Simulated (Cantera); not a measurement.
Cantera run:

```python
import numpy as np
import cantera as ct

gas_names = """
    B BH BH2 BH3 BO BO2 B2 B2O B2O2 B2O3 B3O3H3 H HBO HBO2 HO2 H2 H2O H2O2 H3B3O6 O OH O2 O3
""".split()
cond_names = """
    B(b) B(L) B2O3(L) B3O3H3(cr) H2O(s) H2O(L)
""".split()


# ... load() reads the species with a 1 bar reference pressure and builds the phases ...
atoms = {
    'B': {'B': 1},
    'H2O': {'H': 2, 'O': 1},
}
top_T = {}  # K; cautious upper limits of use, not melting points


# ... equilibrate(T, P, feed) seeds the gas with the atoms and calls Mixture.equilibrate('TP', solver="vcs", rtol=1e-11, max_steps=5000) ...
results = []
feed = {'B': 1, 'H2O': 0.072}  # mol
T = 1548.15  # K
P = 22000  # Pa
mix = equilibrate(T, P, feed)
results.append((T, P, feed, dict(zip(mix.species_names, mix.species_moles))))
x = sorted(zip(gas.X, gas.species_names), reverse=True)
print(f"T = {T:g} K  P = {P:g} Pa  gas = {mix.phase_moles(0):.4g} mol")
print("   x: " + "  ".join(f"{s} {v:.3e}" for v, s in x if v > 0.001))
print("   condensed (mol): " + ("  ".join(f"{mix.phase(i).name} {mix.phase_moles(i):.4g}"
      for i in range(1, mix.n_phases) if mix.phase_moles(i) > 1e-12) or "none"))
```

It prints:

```
T = 1548.15 K  P = 22000 Pa  gas = 0.07245 mol
   x: H2 9.826e-01  HBO 1.252e-02  B3O3H3 3.121e-03  B2O2 1.048e-03
   condensed (mol): B(b) 0.9514  B2O3(L) 0.02338
```

These are equilibrium values from Cantera (NASA tables, ideal gas, pure condensed phases), not measurements of a reactor. Mutual solubility and eutectic melting of coexisting phases are not modelled. The tables' values for BH2 are old estimates; treat these amounts as uncertain.
